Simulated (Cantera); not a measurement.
Mixture: 3.22 % C₃H₈, 14.7 % O₂, 82.1 % N₂, at 0.420 bar, adiabatic and at constant volume. Ignition delay is the time to a rise of 400 K.

Detailed kinetics in Cantera: GRI-Mech 3.0 (53 species, 325 reactions). GRI-Mech 3.0 was tuned for natural gas; its chemistry of propane as a main component is partial and can be far from experiment.

**Question.** Predict: delay at 1075 K; delay at 1125 K; delay at 1175 K; delay at 1225 K; delay at 1275 K; delay at 1325 K; delay at 1375 K; apparent activation energy between 1275 and 1375 K.

**Answer.** 
```
Property                                                 Value
--------------------------------------------------  ----------
delay at 1075 K                                        0.195 s
delay at 1125 K                                        57.6 ms
delay at 1175 K                                        18.6 ms
delay at 1225 K                                        6.70 ms
delay at 1275 K                                        2.70 ms
delay at 1325 K                                        1.21 ms
delay at 1375 K                                       0.606 ms
apparent activation energy between 1275 and 1375 K  220 kJ/mol
```
